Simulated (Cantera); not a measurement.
An isothermal, constant-pressure homogeneous reactor starts with CH₄ : H₂ : H = 0.018 : 1 : 0.097 (molar parts), at 1348 K and 69.8 Torr.

Cantera simulation using GRI-Mech 3.0 (53 species, 325 reactions); the numbers are that mechanism's predictions, not measurements. GRI-Mech 3.0 stops at C3 and has no aromatics, soot or wall deposition, so with more carbon than oxygen in the feed, carbon stays in small species such as C2H2 where larger ones or solid carbon would form.

Q: Predict: x(CH₄) at 20.0 s; x(H₂) at 20.0 s; x(H) at 20.0 s; x(C₂H₄) at 20.0 s.

A: 
- x(CH₄) at 20.0 s = 0.0143 (gas-phase equilibrium 0.0147)
- x(H₂) at 20.0 s = 0.984 (gas-phase equilibrium 0.984)
- x(H) at 20.0 s = 7.69e-6 (gas-phase equilibrium 7.58e-6)
- x(C₂H₄) at 20.0 s = 0.000156 (gas-phase equilibrium 0.000133)
